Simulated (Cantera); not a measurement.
Charge: 1 mol BN, 73 mol H₂, a varied amount of NF₃, equilibrated at 1052 °C and 15.0 Pa.

Equilibrium computed with Cantera from the NASA thermochemical tables; the gas is ideal and each condensed phase is pure. Candidate condensed phases: B, BN; 31 gas species. Kinetics and transport are ignored.

### Question
What share of the B ends up in condensed phases as a function of n(NF₃) (mol), at 0.53, 0.76, 1.1, 1.6, 2.2, 3.2, 4.6?

### Answer
| n(NF₃) (mol) | B condensed (%) | as |
|---|---|---|
| 0.53 | 60.4 | BN(s) |
| 0.76 | 40.4 | BN(s) |
| 1.1 | 10.2 | BN(s) |
| 1.6 | 0.0 | - |
| 2.2 | 0.0 | - |
| 3.2 | 0.0 | - |
| 4.6 | 0.0 | - |
